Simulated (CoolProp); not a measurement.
Values from CoolProp's reference Helmholtz-energy equation of state, Lemmon and Jacobsen 2000.

**Question.** For R143a, give the phase and the Z, cp (kJ/(kg K)), cv (kJ/(kg K)), conductivity (mW/(m K)) at 347.9 K and 37.6 MPa.

**Answer.** 
- 347.9 K and 37.6 MPa: supercritical; Z 1.10, cp 1.45, cv 1.06, conductivity 83.4

Thermal conductivity comes from a separate model (McLinden 2000), an estimate that may be off by 10 % or more.
